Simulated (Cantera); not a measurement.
**Premixed flame**

A freely propagating, adiabatic, planar premixed flame of H₂ : O₂ : N₂ : H₂O = 1 : 0.633 : 2.38 : 0.014 (molar parts), equivalence ratio 0.79, unburnt at 350 K and 1.10 bar; mixture-averaged transport, grid criteria slope 0.08 and curve 0.16, no radiation.

Detailed kinetics in Cantera: the H2/O2 subset of GRI-Mech 3.0, which has no nitrogen chemistry. Burning velocities carry a grid error of a few per cent, more on coarse grids.

```tsv
z (mm)	T (K)	u (m/s)	x H₂	x O₂	x H₂O	x HO₂	x OH	x O
-0.946	350	2.09	0.248	0.157	0.00348	<1e-8	<1e-8	<1e-8
-0.630	350	2.09	0.248	0.157	0.00348	<1e-8	<1e-8	<1e-8
-0.473	350	2.08	0.248	0.157	0.00348	1.90e-8	<1e-8	<1e-8
-0.315	351	2.08	0.246	0.158	0.00349	4.64e-7	<1e-8	1.71e-8
-0.158	381	2.22	0.229	0.161	0.00486	0.000104	7.79e-6	1.49e-6
-0.0788	649	3.64	0.185	0.156	0.0293	0.000397	0.000783	0.000127
0	1086	5.93	0.116	0.127	0.0992	0.000153	0.00193	0.00225
0.0788	1402	7.59	0.0551	0.0831	0.178	7.65e-5	0.00587	0.00707
0.158	1579	8.51	0.0293	0.0592	0.217	4.63e-5	0.00954	0.00931
0.315	1753	9.39	0.0196	0.0485	0.237	2.88e-5	0.0123	0.00855
0.630	1905	10.1	0.0150	0.0445	0.250	1.80e-5	0.0128	0.00598
1.26	2024	10.7	0.00976	0.0418	0.261	1.03e-5	0.0115	0.00354
2.52	2104	11.0	0.00530	0.0403	0.270	5.61e-6	0.00901	0.00180
```
x: mole fraction of selected species; z is measured from the peak of heat release.

```yaml
laminar_burning_velocity: 209 cm/s
thermal_thickness: 0.315 mm
peak x(HO₂): 0.000477
peak x(OH): 0.0128
peak x(O): 0.00945
grid_points: 111
```
